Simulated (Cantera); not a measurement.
What does this Cantera script print?

```python
import numpy as np
import cantera as ct

gas = ct.Solution("gri30.yaml")
gas.TPX = 1400, 94000, {'CH4': 1, 'H2': 0.6, 'O2': 2.7, 'N2': 12.5}
reactor = ct.IdealGasReactor(gas, energy="on", clone=False)
net = ct.ReactorNet([reactor])
net.rtol, net.atol = 1e-08, 1e-16
show = ['CH4', 'H2', 'O2', 'H', 'NO', 'C2H2', 'CH2']
times = np.geomspace(3e-06, 0.7, 15)

steps = ct.SolutionArray(gas, extra=["t"])
rows = []
print(f"{'t/s':>10s}{'T/K':>9s}{'P/Pa':>11s}" + "".join(f"{s:>11s}" for s in show))
for t in times:
    while net.time < t:
        t_next = net.step()
        steps.append(gas.state, t=t_next)
    rows.append([np.interp(t, steps.t, y) for y in (steps.T, steps.P, *steps(*show).X.T)])
    print(f"{t:10.3e}{rows[-1][0]:9.1f}{rows[-1][1]:11.4g}" + "".join(f"{x:11.3e}" for x in rows[-1][2:]))
rate = np.gradient(steps.T, steps.t)
print("integrator steps:", len(steps.t))
if steps.T.max() > steps.T[0] + 200:
    print(f"time of steepest temperature rise: {steps.t[rate.argmax()]:.4e} s")
gas.TPX = 1400, 94000, {'CH4': 1, 'H2': 0.6, 'O2': 2.7, 'N2': 12.5}
gas.equilibrate("UV")
print(f"equilibrium (UV): T = {gas.T:.1f} K  " + "  ".join(f"{s} {gas[s].X[0]:.3e}" for s in show))
```

Result:

```
       t/s      T/K       P/Pa        CH4         H2         O2          H         NO       C2H2        CH2
 3.000e-06   1400.0    9.4e+04  5.952e-02  3.571e-02  1.607e-01  1.228e-08  1.138e-17  2.864e-21  3.158e-15
 7.254e-06   1400.0    9.4e+04  5.952e-02  3.571e-02  1.607e-01  1.872e-08  6.036e-17  3.239e-19  1.839e-14
 1.754e-05   1400.0    9.4e+04  5.952e-02  3.571e-02  1.607e-01  3.508e-08  2.752e-16  2.976e-17  1.220e-13
 4.240e-05   1400.0    9.4e+04  5.952e-02  3.571e-02  1.607e-01  1.099e-07  1.657e-15  2.960e-15  1.700e-12
 1.025e-04   1400.0    9.4e+04  5.949e-02  3.570e-02  1.607e-01  9.836e-07  2.602e-14  1.437e-12  1.508e-10
 2.479e-04   1411.5  9.475e+04  5.746e-02  3.513e-02  1.594e-01  2.789e-05  1.484e-11  1.144e-07  8.501e-08
 5.994e-04   2752.0  1.866e+05  5.669e-16  1.036e-02  3.203e-02  5.516e-03  1.332e-03  4.309e-19  5.611e-15
 1.449e-03   2752.1  1.864e+05  6.155e-16  1.023e-02  2.938e-02  5.153e-03  7.140e-03  4.523e-19  5.512e-15
 3.504e-03   2745.6  1.859e+05  6.378e-16  1.030e-02  2.763e-02  5.050e-03  1.130e-02  4.558e-19  5.361e-15
 8.472e-03   2744.7  1.859e+05  6.411e-16  1.032e-02  2.739e-02  5.036e-03  1.187e-02  4.563e-19  5.340e-15
 2.048e-02   2744.7  1.859e+05  6.411e-16  1.032e-02  2.739e-02  5.036e-03  1.188e-02  4.563e-19  5.340e-15
 4.952e-02   2744.7  1.859e+05  6.411e-16  1.032e-02  2.739e-02  5.036e-03  1.188e-02  4.563e-19  5.340e-15
 1.197e-01   2744.7  1.859e+05  6.411e-16  1.032e-02  2.739e-02  5.036e-03  1.188e-02  4.563e-19  5.340e-15
 2.895e-01   2744.7  1.859e+05  6.411e-16  1.032e-02  2.739e-02  5.036e-03  1.188e-02  4.563e-19  5.340e-15
 7.000e-01   2744.7  1.859e+05  6.411e-16  1.032e-02  2.739e-02  5.036e-03  1.188e-02  4.563e-19  5.340e-15
integrator steps: 1772
time of steepest temperature rise: 4.2252e-04 s
equilibrium (UV): T = 2744.7 K  CH4 8.583e-16  H2 1.032e-02  O2 2.739e-02  H 5.036e-03  NO 1.188e-02  C2H2 4.886e-19  CH2 5.970e-15
```

Model: GRI-Mech 3.0 (53 species, 325 reactions), integrated in Cantera.
